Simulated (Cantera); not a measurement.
## Ammonia decomposition in nitride growth gas

A perfectly stirred reactor is fed with NH3 : H2 = 1 : 3 (molar parts), at 10.00 Torr; it is held at 2025 K, and followed from long to short residence time.

Cantera simulation using the gas-phase N/H chemistry of the illustrative SiF4/NH3 mechanism in the Surface Chemkin manual (1991); the numbers are that mechanism's predictions, not measurements. Walls and surfaces, which speed up NH3 decomposition in real reactors, are not modelled.

| τ (s) | x NH3 | x H2 | x N2 | x NH | x N | x N2H4 |
|---|---|---|---|---|---|---|
| 22 | 0.0132 | 0.890 | 0.0946 | 7.57e-6 | 1.80e-6 | 4.62e-11 |
| 5.5 | 0.0498 | 0.869 | 0.0799 | 1.12e-5 | 1.67e-6 | 2.62e-10 |
| 1.4 | 0.121 | 0.826 | 0.0515 | 1.53e-5 | 1.70e-6 | 8.81e-10 |
| 0.34 | 0.197 | 0.780 | 0.0207 | 1.79e-5 | 1.66e-6 | 1.71e-9 |
| 0.083 | 0.236 | 0.758 | 0.00543 | 1.75e-5 | 1.46e-6 | 2.00e-9 |
| 0.021 | 0.247 | 0.751 | 0.000857 | 1.23e-5 | 8.45e-7 | 1.47e-9 |
| 0.0051 | 0.250 | 0.750 | 2.19e-5 | 2.29e-6 | 6.81e-8 | 2.69e-10 |
x: mole fraction; the columns are a selection and need not sum to one.
